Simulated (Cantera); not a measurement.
What does this Cantera script print?

```python
import numpy as np
import cantera as ct

gas = ct.Solution("gri30.yaml")
gas.TPX = 1523, 19000, {'CO': 0.024, 'O2': 0.071, 'H2O': 0.004, 'N2': 1}
inlet = ct.Reservoir(gas, clone=True)

reactor = ct.IdealGasConstPressureReactor(gas, energy="off", clone=False)
exhaust = ct.Reservoir(gas, clone=True)
tau = [1.9, 0.76, 0.31, 0.13, 0.051, 0.021, 0.0085, 0.0035][0]
for a, b in ((inlet, reactor), (reactor, exhaust)):
    ct.MassFlowController(a, b, mdot=lambda t: reactor.mass / tau)
net = ct.ReactorNet([reactor])
show = ['CO', 'O2', 'H2O', 'CO2', 'H2O2']

rows = []
print(f"{'tau/s':>10s}{'T/K':>9s}" + "".join(f"{s:>11s}" for s in show))
for tau in [1.9, 0.76, 0.31, 0.13, 0.051, 0.021, 0.0085, 0.0035]:
    net.initial_time = 0.0
    net.advance(30 * tau)
    before = gas.X
    net.advance(40 * tau)
    drift = np.max(np.abs(gas.X - before) / (gas.X + 1e-9))
    rows.append([gas.T, *gas[show].X, drift])
    print(f"{tau:10.3e}{gas.T:9.1f}" + "".join(f"{x:11.3e}" for x in gas[show].X))
```

Result:

```
     tau/s      T/K         CO         O2        H2O        CO2       H2O2
 1.900e+00   1523.0  2.475e-04  5.420e-02  3.570e-03  2.182e-02  4.594e-09
 7.600e-01   1523.0  4.502e-04  5.417e-02  3.521e-03  2.162e-02  7.016e-09
 3.100e-01   1523.0  8.019e-04  5.413e-02  3.447e-03  2.126e-02  1.017e-08
 1.300e-01   1523.0  1.384e-03  5.409e-02  3.333e-03  2.066e-02  1.382e-08
 5.100e-02   1523.0  2.435e-03  5.405e-02  3.144e-03  1.958e-02  1.783e-08
 2.100e-02   1523.0  4.033e-03  5.411e-02  2.896e-03  1.794e-02  2.075e-08
 8.500e-03   1523.0  6.507e-03  5.457e-02  2.649e-03  1.542e-02  2.196e-08
 3.500e-03   1523.0  1.007e-02  5.603e-02  2.599e-03  1.181e-02  2.144e-08
```

Cantera simulation using GRI-Mech 3.0 (53 species, 325 reactions); the numbers are that mechanism's predictions, not measurements.
